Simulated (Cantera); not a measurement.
Feed: 1 mol ZrN, 0.012 mol N2, equilibrated at 1600 K and 0.0533 Torr.

Method: chemical equilibrium by Gibbs-energy minimisation in Cantera with the NASA 1993 tables (ideal gas, pure condensed phases). Candidate condensed phases: Zr, ZrN; 4 gas species. ZrN: taken at fixed stoichiometry. Equilibrium is a limit: real reactors are often held back by kinetics, nucleation or transport.

What is the equilibrium state?


- x(N2): 1.00
- n(ZrN(s)): 1.00 mol
- gas amount: 0.01200 mol
- log10 activity of Zr(β) (absent): -5.02
